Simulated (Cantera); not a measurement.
**Gas-phase reforming**

An isothermal, constant-pressure homogeneous reactor starts with 45.5 % CH4, 54.5 % H2O, at 1448 K and 4650 Torr.

Model: GRI-Mech 3.0 (53 species, 325 reactions), integrated in Cantera.

```
t (s)     x CH4  x H2O     x C2H    x O2     x OH
--------  -----  -----  --------  ------  -------
1.00e-5   0.455  0.545    <1e-12  <1e-12  1.10e-8
3.55e-5   0.455  0.545    <1e-12  <1e-12  3.25e-8
0.000126  0.454  0.545    <1e-12  <1e-12  4.92e-8
0.000447  0.454  0.545    <1e-12  <1e-12  5.42e-8
0.00159   0.453  0.545    <1e-12  <1e-12  6.71e-8
0.00563   0.449  0.545    <1e-12  <1e-12  8.68e-8
0.0200    0.433  0.540  2.24e-11  <1e-12  8.94e-8
0.0710    0.383  0.522  1.43e-10  <1e-12  7.89e-8
0.252     0.285  0.486  3.40e-10  <1e-12  7.52e-8
0.894     0.226  0.449  4.45e-10  <1e-12  8.17e-8
3.17      0.231  0.397  2.70e-10  <1e-12  6.68e-8
11.3      0.219  0.319  1.07e-10  <1e-12  4.77e-8
40.0      0.177  0.238  3.06e-11  <1e-12  3.16e-8
```
x: mole fraction; the columns are a selection and need not sum to one.

Equilibrium at this temperature and pressure: CH4 0.000643, H2O 0.0425, C2H <1e-12, O2 <1e-12, OH 4.45e-9 (gas phase only).
